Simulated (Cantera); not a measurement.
A perfectly stirred reactor is fed with CH4 : C2H6 : C3H8 : O2 : N2 = 1 : 0.059 : 0.44 : 3.15 : 11.8 (molar parts), at 78000 Pa; it is adiabatic with a 325 K inlet, and is followed from long to short residence time, starting on the burning branch (τ in s: 0.11, 0.043, 0.017, 0.0067, 0.0027, 0.0011, 0.00042, 0.00017, 6.6e-05, 2.6e-05, 1e-05, 4.1e-06).

Detailed kinetics in Cantera: GRI-Mech 3.0 (53 species, 325 reactions). GRI-Mech 3.0 was tuned for natural gas; its chemistry of propane as a main component is partial and can be far from experiment.

What does this change do: CH4 1 to 0.71 parts?


```tsv
quantity	before	after
blow-out, bracketed by the residence times tried	burning at 0.420 ms, out at 0.170 ms	burning at 0.170 ms, out at 66.0 µs
x(CH4) at τ = 0.110 s	3.88e-5	4.88e-6
x(C2H6) at τ = 0.110 s	4.86e-8	2.29e-8
x(C3H8) at τ = 0.110 s	2.32e-7	1.40e-7
x(NO) at τ = 0.110 s	0.000184	0.000371
x(CO) at τ = 0.110 s	0.0824	0.0540
x(CH4) at τ = 0.420 ms	0.00110	0.000173
x(C2H6) at τ = 0.420 ms	1.05e-5	3.00e-6
x(C3H8) at τ = 0.420 ms	3.64e-5	1.52e-5
x(NO) at τ = 0.420 ms	8.72e-5	0.000168
x(CO) at τ = 0.420 ms	0.0846	0.0602
```

What does this change do: inlet temperature 325 to 650 K?


```json
[
 {"quantity": "blow-out, bracketed by the residence times tried", "before": "burning at 0.420 ms, out at 0.170 ms", "after": "burning at 0.170 ms, out at 66.0 µs"},
 {"quantity": "x(CH4) at τ = 0.110 s", "before": "3.88e-5", "after": "9.05e-6"},
 {"quantity": "x(C2H6) at τ = 0.110 s", "before": "4.86e-8", "after": "1.53e-8"},
 {"quantity": "x(C3H8) at τ = 0.110 s", "before": "2.32e-7", "after": "9.36e-8"},
 {"quantity": "x(NO) at τ = 0.110 s", "before": "0.000184", "after": "0.000353"},
 {"quantity": "x(CO) at τ = 0.110 s", "before": "0.0824", "after": "0.0853"},
 {"quantity": "x(CH4) at τ = 0.420 ms", "before": "0.00110", "after": "0.000336"},
 {"quantity": "x(C2H6) at τ = 0.420 ms", "before": "1.05e-5", "after": "2.80e-6"},
 {"quantity": "x(C3H8) at τ = 0.420 ms", "before": "3.64e-5", "after": "1.35e-5"},
 {"quantity": "x(NO) at τ = 0.420 ms", "before": "8.72e-5", "after": "0.000305"},
 {"quantity": "x(CO) at τ = 0.420 ms", "before": "0.0846", "after": "0.0862"}
]
```
